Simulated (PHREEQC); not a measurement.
A solution holds 0.0033 mol CaCl2, 0.00018 mol NaF and 1.5e-06 mol H4SiO4 per kg of water, at 25 °C. It is in equilibrium with CO2 at log p = -3.5 (atm). Otherwise closed; pH follows from the charge balance.

Model: ion-association model, phreeqc.dat, run in PHREEQC.

```
Item                          Result
--------------------  --------------
pH                              5.70
ionic strength        0.0101 mol/kgw
specific conductance       827 µS/cm
```

```json
[
 {"species": "Cl-", "molality": "0.00660", "activity": "0.00594", "log γ": "-0.046"},
 {"species": "Ca+2", "molality": "0.00330", "activity": "0.00221", "log γ": "-0.174"},
 {"species": "Na+", "molality": "0.000180", "activity": "0.000162", "log γ": "-0.044"},
 {"species": "F-", "molality": "0.000179", "activity": "0.000161", "log γ": "-0.046"},
 {"species": "CO2", "molality": "1.07e-5", "activity": "1.08e-5", "log γ": "0.001"},
 {"species": "HCO3-", "molality": "2.62e-6", "activity": "2.37e-6", "log γ": "-0.043"},
 {"species": "H+", "molality": "2.21e-6", "activity": "2.02e-6", "log γ": "-0.039"},
 {"species": "H4SiO4", "molality": "1.50e-6", "activity": "1.50e-6", "log γ": "0.001"},
 {"species": "HF", "molality": "4.88e-7", "activity": "4.89e-7", "log γ": "0.001"}
]
```

Precipitation was switched off in this run. Examples of supersaturated solids here: Fluorite. Others may be too. SiF6-2 is the database's only silicon fluoride.
